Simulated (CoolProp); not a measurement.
Vapour-liquid equilibrium of isohexane (1) + ethanol (2) at 402.7 K; x and y are mole fractions of (1).

Values from CoolProp's multi-fluid Helmholtz-energy mixture model, Lemmon 2006 and Schroeder 2014; pair parameters Bell 2016.

```tsv
x	bubble pressure (kPa)	y at the bubble point	dew pressure at overall composition x (kPa)	liquid density (mol/L)
0.05	653.5	0.160	591.2	13.85
0.2	799.6	0.376	678.3	11.63
0.35	850.8	0.461	781.4	9.944
0.5	864.6	0.513	863.1	8.655
0.65	855.7	0.570	816.2	7.680
0.8	808.8	0.662	719.7	6.948
0.95	678.1	0.866	629.4	6.398
```

y crosses x between x = 0.5 and 0.65: the model has an azeotrope there.

Pair parameters are fitted to limited data, so mixtures are less certain than the pure fluids.
